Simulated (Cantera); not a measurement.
An adiabatic, constant-pressure homogeneous reactor starts with H2 : O2 : N2 : H2O = 1 : 0.385 : 3.85 : 0.36 (molar parts), at 1700 K and 0.650 bar.

Cantera simulation using the H2/O2 subset of GRI-Mech 3.0, which has no nitrogen chemistry; the numbers are that mechanism's predictions, not measurements.

**Question.** Predict: time of steepest temperature rise; temperature at 1.00 s; equilibrium temperature; x(H2) at 1.00 s; x(O2) at 1.00 s; x(H2O) at 1.00 s; x(HO2) at 1.00 s; x(OH) at 1.00 s.

**Answer.** 
```
Property                                                             Value
---------------------------------  ---------------------------------------
time of steepest temperature rise                                  22.4 µs
temperature at 1.00 s                                               2518 K
equilibrium temperature                                             2518 K
x(H2) at 1.00 s                      0.0467 (gas-phase equilibrium 0.0467)
x(O2) at 1.00 s                    0.00126 (gas-phase equilibrium 0.00126)
x(H2O) at 1.00 s                       0.205 (gas-phase equilibrium 0.205)
x(HO2) at 1.00 s                   4.16e-7 (gas-phase equilibrium 4.16e-7)
x(OH) at 1.00 s                    0.00681 (gas-phase equilibrium 0.00681)
```
